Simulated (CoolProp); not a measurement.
A single-stage vapour-compression cycle with the fluid: evaporating at 252.15 K (dew point), condensing at 301.15 K (bubble point), superheat 5 K, subcooling 5 K, compressor efficiency 0.7, no pressure losses. The same conditions are run with several fluids, on thermodynamics alone (safety and materials aside).

The numbers come from the reference Helmholtz-energy equation of state of each fluid (carbonyl sulfide: Lemmon 2006; R134a: Tillner-Roth 1994; cis-2-butene: Lemmon 2005; R21: Platzer 1990; R236FA: Pan 2012; fluoroethane (R161): Wu 2012) in CoolProp. The equations of Platzer and Polt are older, rougher fits.

| fluid | cooling COP | pressure ratio | discharge temperature (K) | refrigerating effect (kJ/kg) | volumetric capacity (kJ/m³) |
|---|---|---|---|---|---|
| carbonyl sulfide | 2.99 | 4.19 | 376.8 | 235 | 2310 |
| R134a | 2.99 | 5.72 | 329.9 | ___ | 1010 |
| cis-2-butene | 3.15 | ___ | 338.0 | ___ | 330 |
| R21 | 3.15 | 7.45 | ___ | ___ | 281 |
| R236FA | 2.96 | 7.21 | ___ | ___ | ___ |
| fluoroethane (R161) | 3.02 | 4.89 | 350.5 | 318 | 1550 |

Fill in the missing entries.


- R134a, refrigerating effect (kJ/kg): 158
- cis-2-butene, pressure ratio: 6.64
- cis-2-butene, refrigerating effect (kJ/kg): 349
- R21, discharge temperature (K): 371.0
- R21, refrigerating effect (kJ/kg): 213
- R236FA, discharge temperature (K): 313.1
- R236FA, refrigerating effect (kJ/kg): 120
- R236FA, volumetric capacity (kJ/m³): 363
